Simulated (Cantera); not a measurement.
**Iron carbonyl, mercury and lead vapours: Hg + O2 + N2**

Charge: 1 mol Hg, 0.88 mol O2, 33 mol N2, at 1000 Pa.

These are equilibrium values from Cantera (NASA tables, ideal gas, pure condensed phases), not measurements of a reactor. Candidate condensed phases: Hg, HgO; 10 gas species. Equilibrium is a limit: real reactors are often held back by kinetics, nucleation or transport.

```json
[
 {"T (K)": "450", "log p N2": "-2.01", "log p Hg": "-4.92", "log p O2": "-3.92", "log p NO": "-12.91", "log p NO2": "-12.09", "log p O": "<-14", "n HgO(s)": "0.959"},
 {"T (K)": "550", "log p N2": "-2.02", "log p Hg": "-3.54", "log p O2": "-3.60", "log p NO": "-10.83", "log p NO2": "-11.07", "log p O": "<-14", "n HgO(s)": "0"},
 {"T (K)": "650", "log p N2": "-2.02", "log p Hg": "-3.54", "log p O2": "-3.60", "log p NO": "-9.50", "log p NO2": "-10.59", "log p O": "<-14", "n HgO(s)": "0"},
 {"T (K)": "750", "log p N2": "-2.02", "log p Hg": "-3.54", "log p O2": "-3.60", "log p NO": "-8.52", "log p NO2": "-10.23", "log p O": "<-14", "n HgO(s)": "0"},
 {"T (K)": "850", "log p N2": "-2.02", "log p Hg": "-3.54", "log p O2": "-3.60", "log p NO": "-7.77", "log p NO2": "-9.96", "log p O": "-13.93", "n HgO(s)": "0"},
 {"T (K)": "950", "log p N2": "-2.02", "log p Hg": "-3.54", "log p O2": "-3.60", "log p NO": "-7.18", "log p NO2": "-9.75", "log p O": "-12.30", "n HgO(s)": "0"},
 {"T (K)": "1050", "log p N2": "-2.02", "log p Hg": "-3.54", "log p O2": "-3.60", "log p NO": "-6.70", "log p NO2": "-9.57", "log p O": "-10.97", "n HgO(s)": "0"}
]
```
log p: log10 of the partial pressure in bar; n: condensed amount in mol.

At 450 K the condensed part is HgO(s). From 550 K to 1050 K nothing is condensed. The main Hg-bearing gas is Hg throughout.
